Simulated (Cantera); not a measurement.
Input (Python, Cantera) and output of one run.

```python
import numpy as np
import cantera as ct

gas_names = """
    NO2 O3
""".split()
cond_names = """
    Cr2O3(s) Cr2O3(L) Cr2N(s)
""".split()


# ... load() reads the species with a 1 bar reference pressure and builds the phases ...
species = {s.name: s for s in load("nasa_gas.yaml", gas_names) + load("nasa_condensed.yaml", cond_names)}
# Each term lists the table entries of one substance; the one whose range holds T is used.
reactions = {
    '3 Cr2O3 + 3 NO2(g) = 3 Cr2N + 5 O3(g)':
        [(-3, ['Cr2O3(s)', 'Cr2O3(L)']), (-3, ['NO2']), (3, ['Cr2N(s)']), (5, ['O3'])],
}


def pick(names, T):
    return next(species[n] for n in names if species[n].thermo.min_temp <= T <= species[n].thermo.max_temp)


results = []
for label, terms in reactions.items():
    print(label)
    print("     T/K   dH/kJ  dS/(J/K)   dG/kJ   log10 K")
    for T in [300, 1050, 1075, 1100, 1125, 1150, 1175, 1200, 1225, 1250, 1275, 1300]:
        used = [(nu, pick(names, T)) for nu, names in terms]
        dH = sum(nu * s.thermo.h(T) for nu, s in used) / 1e6
        dS = sum(nu * s.thermo.s(T) for nu, s in used) / 1e3
        dG = dH - T * dS / 1e3
        logK = -dG * 1e6 / (ct.gas_constant * T * np.log(10))
        results.append((label, T, dH, dS, dG, logK, [s.name for _, s in used]))
        print(f"{T:8g} {dH:8.1f} {dS:8.1f} {dG:8.1f} {logK:8.2f}")
```

Output:

```
3 Cr2O3 + 3 NO2(g) = 3 Cr2N + 5 O3(g)
     T/K   dH/kJ  dS/(J/K)   dG/kJ   log10 K
     300   3634.9    429.4   3506.1  -610.46
    1050   3628.3    409.9   3197.8  -159.08
    1075   3628.5    410.2   3187.6  -154.88
    1100   3628.8    410.5   3177.3  -150.88
    1125   3629.2    410.7   3167.1  -147.05
    1150   3629.5    411.0   3156.8  -143.38
    1175   3629.9    411.3   3146.5  -139.88
    1200   3630.2    411.7   3136.2  -136.51
    1225   3630.7    412.0   3125.9  -133.29
    1250   3631.1    412.4   3115.6  -130.19
    1275   3631.6    412.8   3105.3  -127.22
    1300   3632.1    413.2   3095.0  -124.36
```

Source: NASA polynomial tables (part measured, part estimated), evaluated in Cantera. Condensed species are held in their standard states even where they would react or evaporate.
